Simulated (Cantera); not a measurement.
## Abatement and gas-phase synthesis: S + O₂ + N₂

Feed: 1 mol S, 2.4 mol O₂, 6.5 mol N₂, at 2023 K and 1 atm.

These are equilibrium values from Cantera (NASA tables, ideal gas, pure condensed phases), not measurements of a reactor. Candidate condensed phases: S; 17 gas species. Equilibrium is a limit: real reactors are often held back by kinetics, nucleation or transport.

```json
{
 "x(N₂)": "0.727",
 "x(O₂)": "0.154",
 "x(SO₂)": "0.112",
 "x(NO)": "0.00670",
 "x(O)": "0.000310",
 "x(SO₃)": "0.000233",
 "x(SO)": "5.18e-5",
 "x(NO₂)": "9.63e-6",
 "gas_amount": "8.901 mol",
 "log10 activity of S(l) (absent)": "-7.25"
}
```
